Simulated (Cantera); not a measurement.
Feed: 1 mol V, 0.16 mol N2, 4.9 mol N2O, at 1.20 Pa.

Cantera equilibrium calculation (NASA polynomials, part measured and part estimated; ideal gas, pure solids and liquids). Candidate condensed phases: V, VN, VO, V2O3, V2O4, V2O5; 13 gas species. Condensed phases not in the tables: the oxides between V2O3 and V2O5 other than VO2. Gases not in the tables: V4O10. The numbers say what is thermodynamically allowed, not how fast it happens.

x: gas mole fraction; n: condensed amount in mol.

```tsv
T (°C)	x N2	x O2	x VO2	x O	x NO	n V2O5(s)	n V2O4(s)
575	0.808	0.192	<1e-12	8.61e-11	4.22e-6	0.500	0
675	0.777	0.223	4.38e-12	4.05e-9	1.75e-5	0	0.500
775	0.777	0.223	1.17e-9	8.62e-8	5.29e-5	0	0.500
875	0.777	0.223	1.14e-7	1.08e-6	0.000132	0	0.500
975	0.777	0.223	5.27e-6	9.07e-6	0.000284	0	0.500
1075	0.777	0.222	0.000135	5.56e-5	0.000547	0	0.500
1175	0.775	0.222	0.00217	0.000265	0.000958	0	0.493
1275	0.757	0.216	0.0239	0.00102	0.00153	0	0.420
1375	0.672	0.190	0.133	0.00319	0.00208	0	0
1475	0.669	0.186	0.133	…	…	0	0
1575	0.664	0.177	0.132	…	…	0	0
1675	0.654	0.160	0.130	0.0513	0.00526	0	0
```

Problem. Fill in the missing entries.

Solution. 
- 1475, x O: 0.00913
- 1475, x NO: 0.00301
- 1575, x O: 0.0230
- 1575, x NO: 0.00411
